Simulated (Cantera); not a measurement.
A freely propagating, adiabatic, planar premixed flame of H₂ : O₂ : N₂ = 1 : 0.51 : 1.92 (molar parts), equivalence ratio 0.98, unburnt at 475 K and 0.350 bar; mixture-averaged transport, grid criteria slope 0.08 and curve 0.16, no radiation.

Detailed kinetics in Cantera: the H2/O2 subset of GRI-Mech 3.0, which has no nitrogen chemistry. Burning velocities carry a grid error of a few per cent, more on coarse grids.

Predict: laminar burning velocity; thermal thickness; peak x(HO₂); peak x(O); peak x(H₂O₂).


| Property | Result |
|---|---|
| laminar burning velocity | 446 cm/s |
| thermal thickness | 1.70 mm |
| peak x(HO₂) | 0.000184 |
| peak x(O) | 0.0138 |
| peak x(H₂O₂) | 1.72e-5 |
